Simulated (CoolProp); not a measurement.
p-xylene at 468.77 K and 1.41 MPa flows at 23 m/s in a round tube of 10 mm bore and 15 µm roughness, fully developed (64/Re and Nu = 3.66 if laminar; Colebrook and Gnielinski if turbulent). Each further row changes one setting.

Values from CoolProp's reference Helmholtz-energy equation of state, Zhou 2012.

```tsv
case	Reynolds number	Darcy friction factor	pressure drop (Pa/m)	heat-transfer coefficient (W/(m² K))	mass flow (kg/h)
as stated	1060000	0.0219	403000	51600	4520
velocity 46 m/s	2130000	0.0218	1610000	103000	9040
diameter 20 mm	2130000	0.0185	170000	45400	18100
```

Viscosity comes from a separate model (Balogun 2015). Thermal conductivity comes from a separate model (Mylona 2014).
